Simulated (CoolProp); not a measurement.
Properties of hydrogen sulfide along the isotherm 116.45 °C (Tc = 100.0 °C, pc = 8999 kPa, ω = 0.101).

The numbers come from the reference Helmholtz-energy equation of state, Lemmon 2006 in CoolProp. It is a short technical equation, of lower accuracy than the large ones.

```csv
p (kPa),phase,density (kg/m³),cp (kJ/(kg K)),expansivity (1/kK),fugacity coefficient
409,gas,4.361,1.059,2.679,0.9869
818,gas,8.843,1.082,2.801,0.9738
1230,gas,?,1.107,?,0.9607
1640,gas,18.26,1.133,?,0.9477
2050,gas,23.18,1.162,?,0.9347
2450,gas,28.14,?,3.399,0.9220
2860,gas,33.40,1.226,3.586,0.9091
3270,gas,?,1.264,3.792,0.8962
3680,gas,44.54,1.305,?,0.8834
4090,gas,50.46,1.351,4.274,0.8705
4500,gas,56.64,1.402,4.559,0.8577
```

**Question.** Complete the blanks.

**Answer.** 
- 1230, density (kg/m³): 13.49
- 1230, expansivity (1/kK): 2.933
- 1640, expansivity (1/kK): 3.077
- 2050, expansivity (1/kK): 3.233
- 2450, cp (kJ/(kg K)): 1.192
- 3270, density (kg/m³): 38.86
- 3680, expansivity (1/kK): 4.020
